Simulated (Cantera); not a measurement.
An adiabatic, constant-pressure homogeneous reactor starts with 4.44 % CH4, 0.191 % C2H6, 7.94 % O2, 87.4 % N2, at 1173 K and 15800 Torr.

Model: GRI-Mech 3.0 (53 species, 325 reactions), integrated in Cantera. The pressure lies above the range GRI-Mech 3.0 was tuned for (to about 10 atm).

Predict: time of steepest temperature rise; temperature at 6.00 s; equilibrium temperature; x(O2) at 6.00 s; x(HCN) at 6.00 s; x(H2O) at 6.00 s.


* **time of steepest temperature rise**: 3.21 ms
* **temperature at 6.00 s**: 1971 K
* **equilibrium temperature**: 1971 K
* **x(O2) at 6.00 s**: 1.11e-7 (gas-phase equilibrium 1.11e-7)
* **x(HCN) at 6.00 s**: 1.40e-8 (gas-phase equilibrium 1.40e-8)
* **x(H2O) at 6.00 s**: 0.0806 (gas-phase equilibrium 0.0806)
